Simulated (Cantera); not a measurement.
Feed: 1 mol SiO2, 0.054 mol N2, 0.38 mol C, at 1500 K and 43.0 Pa.

These are equilibrium values from Cantera (NASA tables, ideal gas, pure condensed phases), not measurements of a reactor. Candidate condensed phases: C, Si, SiC, SiO2, Si2N2O, Si3N4; 34 gas species. Mutual solubility and eutectic melting of coexisting phases are not modelled. The tables hold silica as quartz up to 1696 K and as liquid above; real silica turns to tridymite and cristobalite and melts near 1996 K. Equilibrium is a limit: real reactors are often held back by kinetics, nucleation or transport.

Task: What is the equilibrium state?

Result: 
```
Item                                        Result
--------------------------------------  ----------
x(CO)                                        0.620
x(SiO)                                       0.374
x(N2)                                      0.00616
x(CO2)                                     2.55e-6
x(Si)                                      2.36e-6
n(SiO2(β-quartz))                        0.670 mol
n(Si2N2O(s))                            0.0502 mol
gas amount                              0.6131 mol
log10 activity of Si(s) (absent)             -1.02
log10 activity of C(graphite) (absent)       -1.37
```
